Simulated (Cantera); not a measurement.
A closed system holds: 1 mol n-butane, 16 mol H2, 32 mol N2, held at 750 Torr.

Cantera equilibrium calculation (NASA polynomials, part measured and part estimated; ideal gas, pure solids and liquids). Candidate condensed phases: C, C6H6, C7H8, C8H18; 92 gas species. The numbers say what is thermodynamically allowed, not how fast it happens.

Task: What share of the C ends up in condensed phases as a function of T (K), at 723, 923, 1123, 1323, 1523, 1723, 1923, 2123, 2323, 2523, 2723, 2923?

Result: 
```csv
T (K),C condensed (%),as
723,0.0,-
923,63.2,C(graphite)
1123,94.1,C(graphite)
1323,98.4,C(graphite)
1523,98.7,C(graphite)
1723,96.9,C(graphite)
1923,92.1,C(graphite)
2123,82.3,C(graphite)
2323,64.8,C(graphite)
2523,36.7,C(graphite)
2723,0.0,-
2923,0.0,-
```
